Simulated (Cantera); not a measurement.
Charge: 1 mol AlCl3, 2.3 mol NH3, 6.5 mol H2, held at 1325 K and 0.0133 bar.

These are equilibrium values from Cantera (NASA tables, ideal gas, pure condensed phases), not measurements of a reactor. Candidate condensed phases: Al, AlCl3, AlN, NH4Cl; 20 gas species. The tables' values for AlCl2 are old estimates; treat these amounts as uncertain. Equilibrium is a limit: real reactors are often held back by kinetics, nucleation or transport.

Base state: H2 0.778, HCl 0.0864, N2 0.0809, AlCl3 0.0528, AlCl2 0.00117, AlCl 0.000425, H 1.25e-5 (mole fractions); condensed: AlN(s).

What changes in the equilibrium state with this change: temperature from 1325 K to 1898 K?


| species | before | after |
|---|---|---|
| H2 | 0.778 | 0.690 |
| HCl | 0.0864 | 0.139 |
| N2 | 0.0809 | 0.0881 |
| AlCl | 0.000425 | 0.0658 |
| AlCl3 | 0.0528 | 0.00250 |
| Al | <1e-9 | 4.05e-5 |
| Cl | 1.16e-6 | 0.000856 |
| H | 1.25e-5 | 0.00562 |
| AlCl2 | 0.00117 | 0.00824 |
| AlN(s), mol | 0.341 | 0 |
